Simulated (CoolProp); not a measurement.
Vapour-liquid equilibrium of ethanol (1) + n-octane (2) at 0.359 MPa; x and y are mole fractions of (1).

The numbers come from the multi-fluid Helmholtz-energy mixture model, Schroeder 2014 and Beckmüller 2019; pair parameters Bell 2016 in CoolProp.

| x | bubble temperature (K) | y at the bubble point | dew temperature at overall composition x (K) | liquid density (mol/L) |
|---|---|---|---|---|
| 0.05 | 425.3 | 0.435 | 448.8 | … |
| 0.125 | 407.1 | 0.652 | 444.7 | 5.701 |
| 0.2 | 399.4 | 0.727 | 440.5 | 6.080 |
| 0.275 | 395.6 | 0.761 | 436.0 | 6.467 |
| 0.35 | 393.6 | 0.780 | 431.2 | 6.888 |
| 0.425 | 392.3 | 0.793 | … | 7.362 |
| 0.5 | 391.5 | 0.804 | 420.4 | 7.907 |
| 0.575 | 390.7 | 0.815 | 414.2 | 8.539 |
| 0.65 | 390.0 | 0.828 | 407.3 | 9.281 |
| 0.725 | 389.3 | 0.845 | 399.6 | … |
| 0.8 | 388.6 | 0.870 | 391.8 | 11.20 |
| 0.875 | 388.0 | 0.905 | 388.5 | 12.45 |
| 0.95 | 387.6 | 0.955 | 387.6 | 13.96 |

Problem. Fill in the missing entries.

Solution. 
- 0.05, liquid density (mol/L): 5.270
- 0.425, dew temperature at overall composition x (K): 426.0
- 0.725, liquid density (mol/L): 10.16

No azeotrope shows between x = 0.05 and 0.95.

The pair parameters rest on a limited set of measurements; away from them the model extrapolates. With so large a gap from Raoult's law the liquid may split in two, which this calculation doesn't test in full.
